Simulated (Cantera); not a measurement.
Mixture: CH4 : C2H6 : C3H8 : O2 : N2 = 1 : 0.085 : 0.22 : 3.43 : 12.9 (molar parts), equivalence ratio 0.99, at 1.60 bar, adiabatic and at constant pressure. Ignition delay is the time to a rise of 400 K.

Computed with Cantera and GRI-Mech 3.0 (53 species, 325 reactions). GRI-Mech 3.0 was tuned for natural gas; its chemistry of propane as a main component is partial and can be far from experiment.

Question: What does this change do: pressure from 1.60 bar to 1.01 bar?

Answer: 
```csv
quantity,before,after
delay at 1300 K,0.965 ms,1.24 ms
delay at 1400 K,0.263 ms,0.341 ms
delay at 1500 K,93.5 µs,0.124 ms
delay at 1600 K,41.7 µs,57.0 µs
apparent activation energy between 1550 and 1650 K,150 kJ/mol,150 kJ/mol
```

Question: What does this change do: C2H6 0.085 to 0.043 parts?

Answer: 
| quantity | before | after |
|---|---|---|
| delay at 1300 K | 0.965 ms | 1.17 ms |
| delay at 1400 K | 0.263 ms | 0.297 ms |
| delay at 1500 K | 93.5 µs | 0.101 ms |
| delay at 1600 K | 41.7 µs | 43.7 µs |
| apparent activation energy between 1550 and 1650 K | 150 kJ/mol | 160 kJ/mol |
